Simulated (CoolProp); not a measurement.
Saturation properties of ethanol.

Model: reference Helmholtz-energy equation of state, Schroeder 2014, in CoolProp.

| T (K) | p (kPa) | liquid density (kg/m³) | vapour Z |
|---|---|---|---|
| 266 | 0.9538 | 812.4 | 0.9988 |
| 269.6 | 1.243 | 809.3 | 0.9985 |
| 273.2 | 1.607 | 806.3 | 0.9982 |
| 276.9 | 2.077 | 803.2 | 0.9979 |
| 280.5 | 2.646 | 800.1 | 0.9975 |
| 284.1 | 3.348 | 797.1 | 0.9970 |
| 287.7 | 4.208 | 794.0 | 0.9964 |
| 291.3 | 5.255 | 790.9 | 0.9958 |
| 295 | 6.560 | 787.8 | 0.9951 |
| 298.6 | 8.093 | 784.7 | 0.9943 |
| 302.2 | 9.927 | 781.6 | 0.9934 |
| 305.8 | 12.11 | 778.4 | 0.9924 |
| 309.5 | 14.77 | 775.2 | 0.9913 |

It boils at 351.6 K under 1 atm.
